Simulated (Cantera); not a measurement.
Cantera run, input and output.

```python
import numpy as np
import cantera as ct

gas = ct.Solution("gri30.yaml")
gas.TP = 300, 180000
flame = ct.CounterflowDiffusionFlame(gas, width=0.02)
flame.fuel_inlet.X, flame.fuel_inlet.T = {'CH4': 1, 'N2': 0.86}, 425
flame.oxidizer_inlet.X, flame.oxidizer_inlet.T = {'O2': 0.19, 'N2': 0.81}, 525
flame.set_refine_criteria(ratio=3, slope=0.12, curve=0.24, prune=0.03)
show = ['OH', 'H', 'NO', 'CO', 'C2H2']

rows = []
print(f"{'mdot':>8s}{'a_max':>10s}{'a_mean':>10s}{'Tmax/K':>9s}" + "".join(f"{s:>11s}" for s in show) + "   (peak mole fractions)")
for i, mdot in enumerate([0.45, 0.57, 0.72, 0.92, 1.2, 1.5, 1.9, 2.4, 3]):  # kg/m2/s on the oxidiser side
    flame.oxidizer_inlet.mdot, flame.fuel_inlet.mdot = mdot, 1.1 * mdot
    flame.solve(loglevel=0, auto=(i == 0))
    if flame.T.max() < max(425, 525) + 100:
        print(f"{mdot:8.3g}  no burning solution found from the previous one")
        break
    dT = np.abs(np.gradient(flame.T, flame.grid))
    rows.append([flame.strain_rate("max"), flame.strain_rate("mean"), flame.T.max(),
                 *(flame.X[gas.species_index(s)].max() for s in show), max(dT[0], dT[-1]) / dT.max()])
    print(f"{mdot:8.3g}{rows[-1][0]:10.1f}{rows[-1][1]:10.1f}{rows[-1][2]:9.1f}" + "".join(f"{x:11.3e}" for x in rows[-1][3:-1]))
```

It prints:

```
    mdot     a_max    a_mean   Tmax/K         OH          H         NO         CO       C2H2   (peak mole fractions)
    0.45     174.6      41.5   2014.2  4.735e-03  1.924e-03  1.830e-04  3.313e-02  6.527e-03
    0.57     216.7      52.5   2005.0  4.762e-03  1.996e-03  1.714e-04  3.309e-02  6.046e-03
    0.72     268.9      66.4   1994.2  4.760e-03  2.054e-03  1.577e-04  3.305e-02  5.602e-03
    0.92     338.1      84.8   1982.5  4.744e-03  2.114e-03  1.423e-04  3.308e-02  5.130e-03
     1.2     434.7     110.6   1970.4  4.725e-03  2.181e-03  1.254e-04  3.329e-02  4.699e-03
     1.5     537.5     138.3   1958.6  4.679e-03  2.227e-03  1.101e-04  3.351e-02  4.340e-03
     1.9     673.0     175.1   1943.4  4.582e-03  2.255e-03  9.270e-05  3.378e-02  3.928e-03
     2.4     840.5     221.2   1924.4  4.421e-03  2.246e-03  7.441e-05  3.407e-02  3.464e-03
       3    1038.9     276.5   1902.1  4.195e-03  2.196e-03  5.671e-05  3.437e-02  2.969e-03
```

Model: GRI-Mech 3.0 (53 species, 325 reactions), integrated in Cantera. GRI-Mech 3.0 has no aromatics or soot, which form on the fuel side of real flames. The maximum strain rate includes the flame's own expansion and is several times the mean.
